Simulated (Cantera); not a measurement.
Feed: 1 mol TiO2, 0.066 mol HCl, at 1000 Pa.

These are equilibrium values from Cantera (NASA tables, ideal gas, pure condensed phases), not measurements of a reactor. Candidate condensed phases: H2O, Ti, TiCl2, TiCl3, TiCl4, TiO, TiO2, Ti2O3, Ti3O5, Ti4O7; 23 gas species. Condensed phases not in the tables: TiOCl. The numbers say what is thermodynamically allowed, not how fast it happens.

x: gas mole fraction; n: condensed amount in mol.

```csv
T (K),x HCl,x Cl,x H2,x H2O,x TiCl4,n TiO2(rutile)
1073,0.998,2.79e-5,2.06e-5,0.00126,0.000631,1.000
1148,0.998,8.64e-5,5.32e-5,0.00145,0.000726,1.000
1223,0.997,0.000229,0.000127,0.00164,0.000819,1.000
1298,0.996,0.000536,0.000282,0.00183,0.000905,1.000
1373,0.995,(withheld),(withheld),(withheld),0.000980,1.000
1448,0.993,0.00224,0.00111,0.00222,0.00103,1.000
1523,0.990,(withheld),(withheld),(withheld),0.00104,1.000
1598,0.985,0.00711,0.00341,0.00273,0.00100,1.000
1673,0.978,0.0117,0.00554,0.00309,0.000901,1.000
1748,0.967,0.0183,0.00864,0.00357,0.000759,1.000
```

Problem. Complete the blanks.

Solution. 
- 1523, x Cl: 0.00411
- 1523, x H2: 0.00200
- 1523, x H2O: 0.00245
- 1373, x Cl: 0.00114
- 1373, x H2: 0.000580
- 1373, x H2O: 0.00202
